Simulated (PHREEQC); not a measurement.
Metal-bearing waste water

Consider water at 25 °C with 21 mmol/kgw MnSO4, 33 mmol/kgw CuCl2 and 1.3 mmol/kgw NaCl. Closed to the air; pH follows from the charge balance.

Computed with PHREEQC (ion-association model, wateq4f.dat).

Each row changes one thing in this solution. No solid was allowed to form.

```tsv
case	pH	ionic strength (mol/kgw)	Cl- (mol/kgw)	Cu+2 (mol/kgw)	SO4-2 (mol/kgw)	CuSO4 (mol/kgw)	SI of Tenorite (CuO)	SI of Atacamite (Cu2(OH)3Cl)
as made	4.61	0.137	0.0642	0.0249	0.0108	0.00651	-0.43	+1.09
CuCl2 from 0.033 to 0.0033 mol/kgw	5.26	0.0642	___	0.00215	0.0134	0.00112	___	+0.21
NaCl from 0.0013 to 0.00143 mol/kgw	4.61	0.138	0.0643	0.0249	0.0108	0.00651	-0.43	+1.09
0.0053 mol/kgw KOH added	5.77	0.138	0.0644	0.0207	0.0114	0.00570	+1.80	+4.41
MnSO4 replaced by Na2SO4 at the same molality	4.63	0.128	___	0.0238	0.0125	0.00756	-0.41	+1.13
temperature from 25 to 40 °C	4.45	0.133	___	0.0237	0.0103	0.00635	-0.25	+1.19
```

Some entries are withheld; supply them.


- CuCl2 from 0.033 to 0.0033 mol/kgw, Cl- (mol/kgw): 0.00768
- CuCl2 from 0.033 to 0.0033 mol/kgw, SI of Tenorite (CuO): -0.10
- MnSO4 replaced by Na2SO4 at the same molality, Cl- (mol/kgw): 0.0657
- temperature from 25 to 40 °C, Cl- (mol/kgw): 0.0629

Some of these states are supersaturated (in Atacamite, Antlerite, Brochantite, for instance). At this temperature some constants are extrapolated from 25 °C, and those without enthalpy data are left unchanged.
